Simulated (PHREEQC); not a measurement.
Consider water at 25 °C with 0.0037 mol LiOH, 0.00092 mol K2SiO3 and 0.017 mol (CH3)4NCl per kg of water. Closed to the air; pH follows from the charge balance.

Computed with PHREEQC (ion-association model, wateq4f.dat).

```
quantity                  before   after
------------------------  ------  ------
pH                         11.60   10.63
ionic strength (mol/kgw)  0.0226  0.0226
```

**Question.** What was changed between the two runs?
A) diluted 5-fold with water
B) temperature from 25 to 60 °C
C) (CH3)4NCl left out
D) K2SiO3 left out
E) K2SiO3 replaced by KHF2 at the same molality

**Answer.** B, temperature from 25 to 60 °C

No solid was allowed to form. (CH3)4N+ isn't in the database: it is added as a free cation with an ion size of 4 Å. At this temperature some constants are extrapolated from 25 °C, and those without enthalpy data are left unchanged.
